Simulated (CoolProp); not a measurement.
Vapour-liquid equilibrium of cyclohexane (1) + toluene (2) at 32.85 °C; x and y are mole fractions of (1).

The numbers come from the multi-fluid Helmholtz-energy mixture model, Zhou 2014 and Lemmon 2006; pair parameters Bell 2016 in CoolProp.

**Question.** Give the bubble pressure and the first vapour's composition at x = 0.35, 0.425, 0.8. Is there an azeotrope?

**Answer.** x = 0.35: 0.1140 bar, y = 0.664; x = 0.425: 0.1235 bar, y = 0.720; x = 0.8: 0.1639 bar, y = 0.911. No azeotrope shows between x = 0.05 and 0.95.

Pair parameters are fitted to limited data, so mixtures are less certain than the pure fluids.
